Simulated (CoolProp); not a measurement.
Model: reference Helmholtz-energy equation of state, Thol 2019, in CoolProp.

### Question
For decamethylcyclopentasiloxane (D5), give the phase and the Z, Joule-Thomson coefficient (K/MPa), isothermal compressibility (1/MPa), fugacity coefficient at 251.15 °C and 4.37 bar; 267.05 °C and 4.37 bar; 306.95 °C and 4.37 bar.

### Answer
- 251.15 °C and 4.37 bar: liquid; Z 0.0541, Joule-Thomson coefficient 0.155, isothermal compressibility 0.0165, fugacity coefficient 0.475
- 267.05 °C and 4.37 bar: liquid; Z 0.0546, Joule-Thomson coefficient 0.343, isothermal compressibility 0.0231, fugacity coefficient 0.610
- 306.95 °C and 4.37 bar: gas; Z 0.779, Joule-Thomson coefficient 17.1, isothermal compressibility 3.11, fugacity coefficient 0.819
